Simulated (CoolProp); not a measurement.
1000 sccm (0 °C, 1 atm) of nitrogen bubbles through liquid n-pentane at 279.8 K and leaves saturated at a total pressure of 0.15 MPa (ideal gas phase). Each further row changes one setting.

The numbers come from the reference Helmholtz-energy equation of state, Thol 2019 in CoolProp.

```
case                      vapour pressure (kPa)  mole fraction of vapour  delivery (mg/min)  delivery (sccm)  change of delivery for a bath 1 K warmer (%)
------------------------  ---------------------  -----------------------  -----------------  ---------------  --------------------------------------------
as stated                                  32.8                    0.219                902              280                                           5.7
bath temperature 284.8 K                   40.5                    0.270               1190              370                                           5.8
total pressure 0.3 MPa                     32.8                    0.109                396              123                                           4.9
```
